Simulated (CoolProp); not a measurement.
Properties of the fluoroketone C6F12O (FK-5-1-12) at several states.

Model: reference Helmholtz-energy equation of state, McLinden 2015, in CoolProp.

| T (°C) | p (kPa) | phase | density (kg/m³) | isothermal compressibility (1/MPa) |
|---|---|---|---|---|
| 137.75 | 147 | gas | [?] | [?] |
| 161.75 | 6960 | liquid | [?] | [?] |
| 207.55 | 9840 | supercritical | [?] | [?] |
| 163.15 | 16.2 | gas | 1.416 | 61.93 |

### Question
Fill in the missing entries.

### Answer

- 137.75, density (kg/m³): 14.12
- 137.75, isothermal compressibility (1/MPa): 7.069
- 161.75, density (kg/m³): 1201
- 161.75, isothermal compressibility (1/MPa): 0.01728
- 207.55, density (kg/m³): 1095
- 207.55, isothermal compressibility (1/MPa): 0.02232
